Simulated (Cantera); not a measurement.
A freely propagating, adiabatic, planar premixed flame of CH₄ : C₂H₆ : C₃H₈ : O₂ : N₂ = 1 : 0.37 : 0.05 : 2.73 : 10.3 (molar parts), unburnt at 350 K and 0.300 bar; mixture-averaged transport, grid criteria slope 0.08 and curve 0.16, no radiation.

Model: GRI-Mech 3.0 (53 species, 325 reactions), integrated in Cantera. Burning velocities carry a grid error of a few per cent, more on coarse grids.

### Question
How do the results move with these cheaper or finer settings: unity-Lewis-number transport; multicomponent transport; multicomponent+Soret transport; grid criteria slope 0.5, curve 1; grid criteria slope 0.25, curve 0.5; grid criteria slope 0.03, curve 0.06?

### Answer
```
setting                               laminar burning velocity  thermal thickness  peak x(C₂H)  peak x(C₂H₂)  grid points
------------------------------------  ------------------------  -----------------  -----------  ------------  -----------
as above                                             53.1 cm/s            1.20 mm      2.12e-6       0.00156          163
unity-Lewis-number transport                         33.6 cm/s            1.64 mm      1.56e-6       0.00113          146
multicomponent transport                             53.0 cm/s            1.22 mm      2.12e-6       0.00157          163
multicomponent+Soret transport                       53.1 cm/s            1.20 mm      2.08e-6       0.00151          163
grid criteria slope 0.5, curve 1                     55.6 cm/s            1.32 mm      2.05e-6       0.00148           48
grid criteria slope 0.25, curve 0.5                  54.1 cm/s            1.25 mm      2.07e-6       0.00154           70
grid criteria slope 0.03, curve 0.06                 52.8 cm/s            1.19 mm      2.11e-6       0.00155          370
```
The base run took roughly 13 core-seconds.
Unity Lewis numbers drop preferential diffusion, which matters most where H2 and H carry the flame; Soret adds thermal diffusion.
